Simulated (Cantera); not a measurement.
Input: 1 mol Fe(CO)5, a varied amount of O2, 0.11 mol H2, equilibrated at 1550 K and 1.10 mbar.

Cantera equilibrium calculation (NASA polynomials, part measured and part estimated; ideal gas, pure solids and liquids). Candidate condensed phases: C, C6H6, C7H8, C8H18, Fe, Fe(CO)5, FeO, Fe(OH)2, Fe(OH)3, Fe2O3, Fe3O4, H2O; 114 gas species. Mutual solubility and eutectic melting of coexisting phases are not modelled. The tables' stoichiometric FeO is somewhat more stable than real wüstite, so its field is too wide. FeO: taken at fixed stoichiometry. The numbers say what is thermodynamically allowed, not how fast it happens.

Question: Which condensed phases are stable at each of these points (n(O2) (mol)): 0.058, 0.072, 0.088, 0.11, 0.13, 0.16, 0.2, 0.25, 0.3, 0.37, 0.46?

Answer: 
```json
[
 {"n(O2) (mol)": "0.058", "condensed phases": "Fe(γ)", "Fe condensed (%)": "99.8"},
 {"n(O2) (mol)": "0.072", "condensed phases": "Fe(γ)", "Fe condensed (%)": "99.8"},
 {"n(O2) (mol)": "0.088", "condensed phases": "Fe(γ)", "Fe condensed (%)": "99.8"},
 {"n(O2) (mol)": "0.11", "condensed phases": "Fe(γ)", "Fe condensed (%)": "99.8"},
 {"n(O2) (mol)": "0.13", "condensed phases": "Fe(γ)", "Fe condensed (%)": "99.8"},
 {"n(O2) (mol)": "0.16", "condensed phases": "Fe(γ)", "Fe condensed (%)": "99.8"},
 {"n(O2) (mol)": "0.2", "condensed phases": "Fe(γ)", "Fe condensed (%)": "99.8"},
 {"n(O2) (mol)": "0.25", "condensed phases": "Fe(γ)", "Fe condensed (%)": "99.8"},
 {"n(O2) (mol)": "0.3", "condensed phases": "Fe(γ)", "Fe condensed (%)": "99.8"},
 {"n(O2) (mol)": "0.37", "condensed phases": "Fe(γ) + FeO(s)", "Fe condensed (%)": "99.8"},
 {"n(O2) (mol)": "0.46", "condensed phases": "Fe(γ) + FeO(s)", "Fe condensed (%)": "99.8"}
]
```

From 0.058 mol O2 to 0.3 mol O2 the condensed part is Fe(γ). From 0.37 mol O2 to 0.46 mol O2 the condensed part is Fe(γ) + FeO(s).
